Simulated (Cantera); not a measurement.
A perfectly stirred reactor is fed with H2 : O2 : N2 = 1 : 0.588 : 2.21 (molar parts), at 101000 Pa; it is adiabatic with a 600 K inlet, and is followed from long to short residence time, starting on the burning branch (τ in s: 0.16, 0.062, 0.024, 0.0095, 0.0037, 0.0014, 0.00056, 0.00022, 8.6e-05, 3.3e-05).

Model: the H2/O2 subset of GRI-Mech 3.0, which has no nitrogen chemistry, integrated in Cantera.

Problem. What does this change do: 0.12 parts H2O added?

Solution. 
```
quantity                                                                          before                                   after
------------------------------------------------  --------------------------------------  --------------------------------------
blow-out, bracketed by the residence times tried  burning at 33.0 µs, the shortest tried  burning at 33.0 µs, the shortest tried
x(H2) at τ = 0.160 s                                                             0.00729                                 0.00614
x(O2) at τ = 0.160 s                                                              0.0268                                  0.0258
x(O) at τ = 0.160 s                                                              0.00164                                 0.00121
x(H2O2) at τ = 0.160 s                                                           2.81e-7                                 2.66e-7
x(H) at τ = 0.160 s                                                              0.00156                                 0.00111
x(H2) at τ = 1.40 ms                                                              0.0168                                  0.0162
x(O2) at τ = 1.40 ms                                                              0.0299                                  0.0292
x(O) at τ = 1.40 ms                                                              0.00426                                 0.00362
x(H2O2) at τ = 1.40 ms                                                           2.83e-7                                 3.12e-7
x(H) at τ = 1.40 ms                                                              0.00634                                 0.00555
```
